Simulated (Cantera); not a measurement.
# Equilibrium for fluorocarbon and chlorocarbon gases: CF4 + F2

Input: 1 mol CF4, 0.011 mol F2.

Cantera equilibrium calculation (NASA polynomials, part measured and part estimated; ideal gas, pure solids and liquids). Candidate condensed phases: C; 13 gas species. The numbers say what is thermodynamically allowed, not how fast it happens.

Stable condensed phases:

```
T in K \ P in Pa
              1    3.6     13     46    170    600   2200   7700  28000 100000
   3050       A      A      A      A      A      A      B      A      A      A
   3000       A      A      A      A      A      A      B      A      A      A
   2950       A      A      A      A      A      B      B      A      A      A
   2900       A      A      A      A      A      B      B      A      A      A
   2850       A      A      A      A      B      B      B      A      A      A
   2800       A      A      A      A      B      B      B      A      A      A
   2750       A      A      A      B      B      B      B      A      A      A
   2700       A      A      A      B      B      B      A      A      A      A
   2650       A      A      B      B      B      B      A      A      A      A
   2600       A      A      B      B      B      B      A      A      A      A
   2550       A      B      B      B      B      B      A      A      A      A
```

A: gas only; B: C.
